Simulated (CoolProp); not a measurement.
The fluid at 284.55 K and 0.105 MPa is throttled through a valve to 0.063 MPa with no heat exchange. The same conditions are run with several fluids, on thermodynamics alone (safety and materials aside).

Computed with CoolProp (reference Helmholtz-energy equation of state of each fluid (trans-2-butene: Lemmon 2005; CH3F (R41): Lemmon 2006; propyne: Polt 1992; oxygen: Schmidt 1985; methane: Setzmann 1991)). The equations of Platzer and Polt are older, rougher fits.

Task: Rank trans-2-butene, CH3F (R41), propyne, oxygen, methane by temperature change (K), highest first.

Result: oxygen (-0.1), methane (-0.2), CH3F (R41) (-0.9), propyne (-1.2), trans-2-butene (-1.6)

```json
[
 {"fluid": "trans-2-butene", "final density (kg/m³)": "1.54"},
 {"fluid": "CH3F (R41)", "final density (kg/m³)": "0.915"},
 {"fluid": "propyne", "final density (kg/m³)": "1.08"},
 {"fluid": "oxygen", "final density (kg/m³)": "0.853"},
 {"fluid": "methane", "final density (kg/m³)": "0.428"}
]
```
